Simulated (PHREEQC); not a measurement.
# Buffer (model solution)

Solution (20 °C): 0.018 mol/kgw H3BO3, 0.00037 mol/kgw Na2CO3 and 0.066 mol/kgw KCl. Closed to the air; pH follows from the charge balance.

Model: ion-association model, wateq4f.dat, run in PHREEQC.

```yaml
pH: 7.51
ionic_strength: 0.0667 mol/kgw
total_alkalinity: 0.740 meq/kg
```

| species | molality | activity | log γ |
|---|---|---|---|
| Cl- | 0.0660 | 0.0524 | -0.100 |
| K+ | 0.0660 | 0.0524 | -0.100 |
| H3BO3 | 0.0176 | 0.0179 | 0.007 |
| Na+ | 0.000740 | 0.000598 | -0.093 |
| H2BO3- | 0.000390 | 0.000304 | -0.108 |
| HCO3- | 0.000348 | 0.000283 | -0.090 |
| CO2 | 2.08e-5 | 2.11e-5 | 0.007 |
| CO3-2 | 8.83e-7 | 3.87e-7 | -0.359 |
| OH- | 2.77e-7 | 2.20e-7 | -0.101 |
| NaHCO3 | 9.38e-8 | 9.52e-8 | 0.007 |
| H+ | 3.66e-8 | 3.09e-8 | -0.074 |
| NaCO3- | 4.09e-9 | 3.33e-9 | -0.090 |

No solid was allowed to form.
